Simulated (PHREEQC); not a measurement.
Make-up at 88 °C: 0.0011 mol HF, 6.4e-05 mol NH4HF2 and 0.0132 mol H2SiF6 per kg of water. Closed to the air; pH follows from the charge balance.

Model: ion-association model, phreeqc.dat, run in PHREEQC.

**Question.** The ionic strength comes out as 0.0269 mol/kgw. What activity coefficients do HF2-, SiF6-2, F-, H+, NH4+ get?

**Answer.** HF2- 0.84, SiF6-2 0.50, F- 0.83, H+ 0.86, NH4+ 0.82.

This is a speciation only: nothing precipitates in the calculation. The solution is supersaturated, for example in Quartz (slow to form), Chalcedony (slow to form), so a real one may precipitate; this is no full list. Constants without temperature data keep their 25 °C values here. SiF6-2 is the database's only silicon fluoride.
